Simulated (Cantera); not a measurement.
**Stirred combustor or abatement burner**

A perfectly stirred reactor is fed with 11.1 % CH₄, 18.6 % O₂, 69.7 % N₂, 0.567 % H₂O, at 29000 Pa; it is adiabatic with a 625 K inlet, and is followed from long to short residence time, starting on the burning branch (τ in s: 0.37, 0.14, 0.05, 0.018, 0.0068, 0.0025, 0.00092, 0.00034, 0.00012, 4.6e-05, 1.7e-05, 6.2e-06).

Cantera simulation using GRI-Mech 3.0 (53 species, 325 reactions); the numbers are that mechanism's predictions, not measurements.

```json
[
 {"τ (s)": "0.37", "T (K)": "2298", "x CH₄": "2.24e-6", "x O₂": "0.00120", "x H₂O": "0.188", "x HCO": "3.72e-8", "x CO₂": "0.0592"},
 {"τ (s)": "0.14", "T (K)": "2283", "x CH₄": "4.75e-6", "x O₂": "0.00162", "x H₂O": "0.187", "x HCO": "8.17e-8", "x CO₂": "0.0588"},
 {"τ (s)": "0.050", "T (K)": "2255", "x CH₄": "9.87e-6", "x O₂": "0.00243", "x H₂O": "0.184", "x HCO": "2.01e-7", "x CO₂": "0.0579"},
 {"τ (s)": "0.018", "T (K)": "2213", "x CH₄": "2.03e-5", "x O₂": "0.00371", "x H₂O": "0.180", "x HCO": "5.00e-7", "x CO₂": "0.0566"},
 {"τ (s)": "0.0068", "T (K)": "2163", "x CH₄": "4.26e-5", "x O₂": "0.00531", "x H₂O": "0.176", "x HCO": "1.21e-6", "x CO₂": "0.0551"},
 {"τ (s)": "0.0025", "T (K)": "2109", "x CH₄": "9.88e-5", "x O₂": "0.00720", "x H₂O": "0.172", "x HCO": "3.04e-6", "x CO₂": "0.0533"},
 {"τ (s)": "0.00092", "T (K)": "2060", "x CH₄": "0.000253", "x O₂": "0.00955", "x H₂O": "0.169", "x HCO": "7.88e-6", "x CO₂": "0.0508"},
 {"τ (s)": "0.00034", "T (K)": "2008", "x CH₄": "0.000746", "x O₂": "0.0140", "x H₂O": "0.166", "x HCO": "2.15e-5", "x CO₂": "0.0454"},
 {"τ (s)": "0.00012", "T (K)": "625", "x CH₄": "0.111", "x O₂": "0.186", "x H₂O": "0.00567", "x HCO": "<1e-12", "x CO₂": "<1e-12"},
 {"τ (s)": "4.6e-5", "T (K)": "625", "x CH₄": "0.111", "x O₂": "0.186", "x H₂O": "0.00567", "x HCO": "<1e-12", "x CO₂": "<1e-12"},
 {"τ (s)": "1.7e-5", "T (K)": "625", "x CH₄": "0.111", "x O₂": "0.186", "x H₂O": "0.00567", "x HCO": "<1e-12", "x CO₂": "<1e-12"},
 {"τ (s)": "6.2e-6", "T (K)": "625", "x CH₄": "0.111", "x O₂": "0.186", "x H₂O": "0.00567", "x HCO": "<1e-12", "x CO₂": "<1e-12"}
]
```
x: mole fraction; the columns are a selection and need not sum to one.
